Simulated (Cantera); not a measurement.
# Thermodynamics of fluorocarbon and chlorocarbon gases, feed CH3Cl + H2 + F2

Charge: 1 mol CH3Cl, 0.36 mol H2, 0.12 mol F2, at 2.60 mbar.

Cantera equilibrium calculation (NASA polynomials, part measured and part estimated; ideal gas, pure solids and liquids). Candidate condensed phases: C, C6H6, C7H8, C8H18; 118 gas species. The numbers say what is thermodynamically allowed, not how fast it happens.

From 2525 K to 2925 K the condensed part is C(graphite). At 2975 K nothing is condensed. The main C-bearing gas is C2H2 (acetylene) at 2525 K and C3 at 2975 K. The share of C in condensed phases is highest at 2525 K (97.2 %) and lowest at 2975 K (0.0 %).

```csv
T (K),x H,x H2,x Cl,x HCl,x HF,x C3,x C,n C(graphite)
2525,0.302,0.302,0.131,0.185,0.0756,0.000281,9.00e-5,0.972
2575,0.352,0.268,0.145,0.157,0.0724,0.000593,0.000174,0.964
2625,0.402,0.233,0.158,0.131,0.0691,0.00121,0.000329,0.951
2675,0.451,0.198,0.170,0.107,0.0659,0.00242,0.000606,0.931
2725,0.496,0.164,0.179,0.0853,0.0627,0.00470,0.00109,0.894
2775,0.536,0.133,0.186,0.0667,0.0596,0.00890,0.00192,0.828
2825,0.568,0.105,0.190,0.0510,0.0564,0.0165,0.00332,0.707
2875,0.589,0.0807,0.191,0.0381,0.0529,0.0298,0.00563,0.487
2925,0.597,0.0596,0.188,0.0275,0.0489,0.0528,0.00938,0.0804
2975,0.613,0.0457,0.189,0.0206,0.0462,0.0555,0.0130,0
```
x: gas mole fraction; n: condensed amount in mol.
